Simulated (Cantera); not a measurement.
An adiabatic, constant-volume homogeneous reactor starts with CO : H2 : CH4 : O2 : N2 : CO2 = 1 : 0.28 : 0.13 : 0.643 : 2.42 : 0.19 (molar parts), at 975 K and 760 Torr. Integrator tolerance rtol = 1e-08.

Cantera simulation using GRI-Mech 3.0 (53 species, 325 reactions); the numbers are that mechanism's predictions, not measurements. Below about 1000 K GRI-Mech 3.0 lacks low-temperature oxidation paths.

What does this change do: pressure from 760 Torr to 495 Torr?


| quantity | before | after |
|---|---|---|
| time of steepest temperature rise | 3.58 ms | 3.84 ms |
| temperature at 1.00 s | 2756 K | 2725 K |
| equilibrium temperature | 2756 K | 2725 K |
| x(CO) at 1.00 s | 0.135 (gas-phase equilibrium 0.135) | 0.137 (gas-phase equilibrium 0.137) |
| x(H2) at 1.00 s | 0.0122 (gas-phase equilibrium 0.0122) | 0.0126 (gas-phase equilibrium 0.0126) |
| x(CH4) at 1.00 s | <1e-12 (gas-phase equilibrium <1e-12) | <1e-12 (gas-phase equilibrium <1e-12) |
| x(N2O) at 1.00 s | 4.60e-7 (gas-phase equilibrium 4.60e-7) | 3.72e-7 (gas-phase equilibrium 3.72e-7) |
| x(H) at 1.00 s | 0.00474 (gas-phase equilibrium 0.00474) | 0.00535 (gas-phase equilibrium 0.00535) |

What does this change do: CO2 0.19 to 0.47 parts?


| quantity | before | after |
|---|---|---|
| time of steepest temperature rise | 3.58 ms | 4.17 ms |
| temperature at 1.00 s | 2756 K | 2660 K |
| equilibrium temperature | 2756 K | 2660 K |
| x(CO) at 1.00 s | 0.135 (gas-phase equilibrium 0.135) | 0.126 (gas-phase equilibrium 0.126) |
| x(H2) at 1.00 s | 0.0122 (gas-phase equilibrium 0.0122) | 0.00891 (gas-phase equilibrium 0.00891) |
| x(CH4) at 1.00 s | <1e-12 (gas-phase equilibrium <1e-12) | <1e-12 (gas-phase equilibrium <1e-12) |
| x(N2O) at 1.00 s | 4.60e-7 (gas-phase equilibrium 4.60e-7) | 3.42e-7 (gas-phase equilibrium 3.42e-7) |
| x(H) at 1.00 s | 0.00474 (gas-phase equilibrium 0.00474) | 0.00288 (gas-phase equilibrium 0.00288) |
